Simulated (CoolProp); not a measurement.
R113 along the isobar 0.735 MPa: Z from the reference equation and from simpler models built on Tc = 214.1 °C, pc = 3.392 MPa, ω = 0.253; each cubic takes its own stable root.

Computed with CoolProp (reference Helmholtz-energy equation of state, Marx 1992).

```json
[
 {"T (°C)": "141.25", "phase": "gas", "reference": "0.8588", "van der Waals": "0.8958", "Peng-Robinson": "0.8517"},
 {"T (°C)": "146.95", "phase": "gas", "reference": "0.8663", "van der Waals": "0.8995", "Peng-Robinson": "0.8585"},
 {"T (°C)": "152.65", "phase": "gas", "reference": "0.8732", "van der Waals": "0.9030", "Peng-Robinson": "0.8649"},
 {"T (°C)": "158.35", "phase": "gas", "reference": "0.8795", "van der Waals": "0.9063", "Peng-Robinson": "0.8708"},
 {"T (°C)": "164.05", "phase": "gas", "reference": "0.8854", "van der Waals": "0.9095", "Peng-Robinson": "0.8764"},
 {"T (°C)": "169.75", "phase": "gas", "reference": "0.8909", "van der Waals": "0.9125", "Peng-Robinson": "0.8817"},
 {"T (°C)": "175.45", "phase": "gas", "reference": "0.8960", "van der Waals": "0.9154", "Peng-Robinson": "0.8867"},
 {"T (°C)": "181.15", "phase": "gas", "reference": "0.9007", "van der Waals": "0.9182", "Peng-Robinson": "0.8914"},
 {"T (°C)": "186.85", "phase": "gas", "reference": "0.9052", "van der Waals": "0.9208", "Peng-Robinson": "0.8959"},
 {"T (°C)": "192.55", "phase": "gas", "reference": "0.9094", "van der Waals": "0.9233", "Peng-Robinson": "0.9001"},
 {"T (°C)": "198.35", "phase": "gas", "reference": "0.9134", "van der Waals": "0.9257", "Peng-Robinson": "0.9042"},
 {"T (°C)": "204.05", "phase": "gas", "reference": "0.9171", "van der Waals": "0.9280", "Peng-Robinson": "0.9080"},
 {"T (°C)": "209.75", "phase": "gas", "reference": "0.9206", "van der Waals": "0.9302", "Peng-Robinson": "0.9116"},
 {"T (°C)": "215.45", "phase": "gas", "reference": "0.9239", "van der Waals": "0.9323", "Peng-Robinson": "0.9151"},
 {"T (°C)": "221.15", "phase": "gas", "reference": "0.9270", "van der Waals": "0.9344", "Peng-Robinson": "0.9183"},
 {"T (°C)": "226.85", "phase": "gas", "reference": "0.9299", "van der Waals": "0.9363", "Peng-Robinson": "0.9215"}
]
```
